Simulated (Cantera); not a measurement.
Charge: 1 mol SiHCl3, 0.5 mol C2H4, 49 mol H2, at 37000 Pa.

Equilibrium computed with Cantera from the NASA thermochemical tables; the gas is ideal and each condensed phase is pure. Candidate condensed phases: C, C6H6, C7H8, C8H18, Si, SiC; 109 gas species. The tables' values for SiCl3 are old estimates; treat these amounts as uncertain. The numbers say what is thermodynamically allowed, not how fast it happens.

log p: log10 of the partial pressure in bar; n: condensed amount in mol.

| T (K) | log p H2 | log p HCl | log p CH4 | log p H | log p SiCl4 | log p SiCl2 | log p SiHCl3 | n SiC(s) |
|---|---|---|---|---|---|---|---|---|
| 1175 | -0.46 | -1.70 | -3.34 | -7.14 | -3.55 | -4.72 | -3.93 | 0.937 |
| 1275 | -0.46 | -1.68 | -3.70 | -6.36 | -4.14 | -4.32 | -4.31 | 0.972 |
| 1375 | -0.46 | -1.68 | ? | ? | ? | ? | ? | 0.982 |
| 1475 | -0.46 | -1.68 | -3.97 | ? | ? | -4.06 | ? | 0.985 |
| 1575 | -0.46 | -1.67 | -4.00 | -4.61 | -6.11 | -4.03 | -5.77 | 0.986 |
| 1675 | -0.46 | -1.68 | -4.05 | -4.16 | -6.65 | -4.00 | -6.18 | 0.985 |
| 1775 | -0.46 | -1.68 | -4.14 | -3.77 | -7.08 | -3.91 | -6.49 | 0.982 |
| 1875 | -0.46 | -1.68 | -4.28 | -3.41 | -7.40 | -3.78 | -6.71 | 0.976 |

Question: Fill in the missing entries.

Answer: 
- 1475, log p H: -5.12
- 1475, log p SiCl4: -5.48
- 1475, log p SiHCl3: -5.29
- 1375, log p CH4: -3.90
- 1375, log p H: -5.69
- 1375, log p SiCl4: -4.80
- 1375, log p SiCl2: -4.12
- 1375, log p SiHCl3: -4.78
